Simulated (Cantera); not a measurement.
Reactions in the system C-O-Ta

Standard-state values (1 bar) from the NASA 1993 polynomials, evaluated with Cantera. Values are per mole of reaction as written; species without (g) are pure solids or liquids, kept so even where they would boil at 1 bar. TaC: taken at fixed stoichiometry.

2 Ta₂O₅ + 4 C → 4 TaC + 5 O₂(g)

```json
[
 {"T (K)": "300", "ΔH° (kJ)": "3515.6", "ΔS° (J/K)": "885.9", "ΔG° (kJ)": "3249.8", "log10 K": "-565.83", "condensed phases": "Ta₂O₅(s), C(graphite), TaC(s)"},
 {"T (K)": "1875", "ΔH° (kJ)": "3414.6", "ΔS° (J/K)": "786.2", "ΔG° (kJ)": "1940.5", "log10 K": "-54.06", "condensed phases": "Ta₂O₅(s), C(graphite), TaC(s)"},
 {"T (K)": "1925", "ΔH° (kJ)": "3411.0", "ΔS° (J/K)": "784.3", "ΔG° (kJ)": "1901.3", "log10 K": "-51.59", "condensed phases": "Ta₂O₅(s), C(graphite), TaC(s)"},
 {"T (K)": "1975", "ΔH° (kJ)": "3407.4", "ΔS° (J/K)": "782.4", "ΔG° (kJ)": "1862.1", "log10 K": "-49.25", "condensed phases": "Ta₂O₅(s), C(graphite), TaC(s)"},
 {"T (K)": "2025", "ΔH° (kJ)": "3403.8", "ΔS° (J/K)": "780.6", "ΔG° (kJ)": "1823.0", "log10 K": "-47.02", "condensed phases": "Ta₂O₅(s), C(graphite), TaC(s)"},
 {"T (K)": "2075", "ΔH° (kJ)": "3158.6", "ΔS° (J/K)": "661.5", "ΔG° (kJ)": "1786.0", "log10 K": "-44.96", "condensed phases": "Ta₂O₅(l), C(graphite), TaC(s)"},
 {"T (K)": "2125", "ΔH° (kJ)": "3150.8", "ΔS° (J/K)": "657.7", "ΔG° (kJ)": "1753.1", "log10 K": "-43.09", "condensed phases": "Ta₂O₅(l), C(graphite), TaC(s)"},
 {"T (K)": "2175", "ΔH° (kJ)": "3143.0", "ΔS° (J/K)": "654.1", "ΔG° (kJ)": "1720.3", "log10 K": "-41.31", "condensed phases": "Ta₂O₅(l), C(graphite), TaC(s)"},
 {"T (K)": "2225", "ΔH° (kJ)": "3135.4", "ΔS° (J/K)": "650.7", "ΔG° (kJ)": "1687.7", "log10 K": "-39.62", "condensed phases": "Ta₂O₅(l), C(graphite), TaC(s)"},
 {"T (K)": "2275", "ΔH° (kJ)": "3127.8", "ΔS° (J/K)": "647.3", "ΔG° (kJ)": "1655.2", "log10 K": "-38.00", "condensed phases": "Ta₂O₅(l), C(graphite), TaC(s)"},
 {"T (K)": "2325", "ΔH° (kJ)": "3120.3", "ΔS° (J/K)": "644.0", "ΔG° (kJ)": "1622.9", "log10 K": "-36.46", "condensed phases": "Ta₂O₅(l), C(graphite), TaC(s)"},
 {"T (K)": "2375", "ΔH° (kJ)": "3112.9", "ΔS° (J/K)": "640.9", "ΔG° (kJ)": "1590.8", "log10 K": "-34.99", "condensed phases": "Ta₂O₅(l), C(graphite), TaC(s)"}
]
```
